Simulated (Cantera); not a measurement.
# Counterflow diffusion flame

A counterflow diffusion flame at 130000 Pa, nozzles 20 mm apart: fuel side CH4 : C2H6 : N2 = 1 : 0.29 : 0.44 (molar parts) at 500 K, oxidiser side O2 : N2 = 0.23 : 0.77 (molar parts) at 775 K, fuel mass flux 1.1 times the oxidiser's; mixture-averaged transport, no radiation.

Computed with Cantera and GRI-Mech 3.0 (53 species, 325 reactions). GRI-Mech 3.0 has no aromatics or soot, which form on the fuel side of real flames. The maximum strain rate includes the flame's own expansion and is several times the mean.

```tsv
oxidiser flux (kg/m²/s)	max strain (1/s)	mean strain (1/s)	T max (K)	peak x OH	peak x H	peak x NO	peak x CO	peak x C2H2
0.33	255	55.3	2306	0.0114	0.00500	0.000511	0.0732	0.0263
0.52	388	87.2	2277	0.0115	0.00536	0.000449	0.0711	0.0249
0.82	595	138	2254	0.0115	0.00576	0.000397	0.0696	0.0236
1.3	918	218	2233	0.0115	0.00618	0.000345	0.0685	0.0222
2.1	1440	352	2206	0.0113	0.00654	0.000285	0.0675	0.0204
3.3	2200	553	2175	0.0109	0.00678	0.000224	0.0670	0.0185
5.2	3360	872	2138	0.0103	0.00685	0.000160	0.0668	0.0161
```
x: mole fraction; the columns are a selection and need not sum to one.
